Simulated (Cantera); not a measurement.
Input (Python, Cantera) and output of one run.

```python
import numpy as np
import cantera as ct

gas_names = """
    CL CLO CL2 H HCL HOCL HO2 H2 H2O H2O2 O OH O2 O3 Si SiCL SiCL2 SiCL3 SiCL4 SiH SiHCL3 SiH2 SiH2CL2
    SiH3 SiH3CL SiH4 SiO SiO2 Si2 Si3
""".split()
cond_names = """
    H2O(s) H2O(L) Si(cr) Si(L) SiO2(Lqz) SiO2(hqz) SiO2(L)
""".split()


# ... load() reads the species with a 1 bar reference pressure and builds the phases ...
atoms = {
    'SiCl4': {'Si': 1, 'CL': 4},
    'O2': {'O': 2},
    'H2': {'H': 2},
}
top_T = {}  # K; cautious upper limits of use, not melting points


# ... equilibrate(T, P, feed) seeds the gas with the atoms and calls Mixture.equilibrate('TP', solver="vcs", rtol=1e-11, max_steps=5000) ...
results = []
feed = {'SiCl4': 1, 'O2': 3.7, 'H2': 53}  # mol
P = 1000  # Pa
for T in [948, 1048, 1148, 1248, 1348, 1448, 1548, 1648, 1748, 1848, 1948]:
    mix = equilibrate(T, P, feed)
    results.append((T, P, feed, dict(zip(mix.species_names, mix.species_moles))))
    x = sorted(zip(gas.X, gas.species_names), reverse=True)
    print(f"T = {T:g} K  P = {P:g} Pa  gas = {mix.phase_moles(0):.4g} mol")
    print("   x: " + "  ".join(f"{s} {v:.3e}" for v, s in x if v > 0.001))
    print("   condensed (mol): " + ("  ".join(f"{mix.phase(i).name} {mix.phase_moles(i):.4g}"
          for i in range(1, mix.n_phases) if mix.phase_moles(i) > 1e-12) or "none"))
```

Output:

```
T = 948 K  P = 1000 Pa  gas = 55 mol
   x: H2 8.291e-01  H2O 9.818e-02  HCL 7.273e-02
   condensed (mol): SiO2(hqz) 1
T = 1048 K  P = 1000 Pa  gas = 55 mol
   x: H2 8.291e-01  H2O 9.818e-02  HCL 7.273e-02
   condensed (mol): SiO2(hqz) 1
T = 1148 K  P = 1000 Pa  gas = 55 mol
   x: H2 8.291e-01  H2O 9.818e-02  HCL 7.273e-02
   condensed (mol): SiO2(hqz) 1
T = 1248 K  P = 1000 Pa  gas = 55 mol
   x: H2 8.291e-01  H2O 9.818e-02  HCL 7.273e-02
   condensed (mol): SiO2(hqz) 1
T = 1348 K  P = 1000 Pa  gas = 55 mol
   x: H2 8.291e-01  H2O 9.818e-02  HCL 7.272e-02
   condensed (mol): SiO2(hqz) 1
T = 1448 K  P = 1000 Pa  gas = 55 mol
   x: H2 8.290e-01  H2O 9.818e-02  HCL 7.272e-02
   condensed (mol): SiO2(hqz) 1
T = 1548 K  P = 1000 Pa  gas = 55.01 mol
   x: H2 8.288e-01  H2O 9.817e-02  HCL 7.270e-02
   condensed (mol): SiO2(hqz) 0.9997
T = 1648 K  P = 1000 Pa  gas = 55.03 mol
   x: H2 8.282e-01  H2O 9.820e-02  HCL 7.263e-02
   condensed (mol): SiO2(hqz) 0.9961
T = 1748 K  P = 1000 Pa  gas = 55.1 mol
   x: H2 8.260e-01  H2O 9.864e-02  HCL 7.246e-02  H 2.077e-03
   condensed (mol): SiO2(L) 0.9644
T = 1848 K  P = 1000 Pa  gas = 55.39 mol
   x: H2 8.167e-01  H2O 1.018e-01  HCL 7.190e-02  H 4.792e-03  SiO 4.375e-03
   condensed (mol): SiO2(L) 0.7576
T = 1948 K  P = 1000 Pa  gas = 56.3 mol
   x: H2 7.875e-01  H2O 1.135e-01  HCL 7.037e-02  SiO 1.775e-02  H 1.003e-02
   condensed (mol): none
```

Cantera equilibrium calculation (NASA polynomials, part measured and part estimated; ideal gas, pure solids and liquids). The tables hold silica as quartz up to 1696 K and as liquid above; real silica turns to tridymite and cristobalite and melts near 1996 K.
